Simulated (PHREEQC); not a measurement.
Synthetic water in mg/kgw, 25 °C, pH 6.85, pe 12.7:

```csv
constituent,mg/kgw
Na,2.33
K,0.577
Ca,8.76
Mg,2.47
Cl,17.5
S(6) as SO4,1.57
Alkalinity as HCO3,12.4
Si as SiO2,0.00971
Cd,0.388
Ba,0.0456
Br,0.438
Cu(2),0.533
```

Valence states are taken as typed.

Equilibrium calculation in PHREEQC: ion-association model, wateq4f.dat.

```
quantity                   before     after
-----------------------  --------  --------
HCO3- (mol/kgw)          0.000193  0.000187
CO2 (mol/kgw)             5.92e-5   1.81e-5
SO4-2 (mol/kgw)           1.55e-5   1.55e-5
Cu+2 (mol/kgw)            3.56e-6   7.46e-7
Cd+2 (mol/kgw)            3.28e-6   3.28e-6
Cu(OH)2 (mol/kgw)         3.22e-6   6.75e-6
SI of Cu(OH)2 (Cu(OH)2)     -0.45     -0.13
SI of Tenorite (CuO)        +0.57     +0.89
```

Task: What was changed between the two runs?
A. temperature from 25 to 30 °C at the same typed pH
B. pH from 6.85 to 7.35 at the same alkalinity
C. all concentrations times 4 at the same typed pH

Result: B, pH from 6.85 to 7.35 at the same alkalinity

No solid was allowed to form. Some of these states are supersaturated (in Malachite, Tenorite (slow to form), for instance). The database's constant for dissolved Cu(OH)2 is higher than later reviews accept.
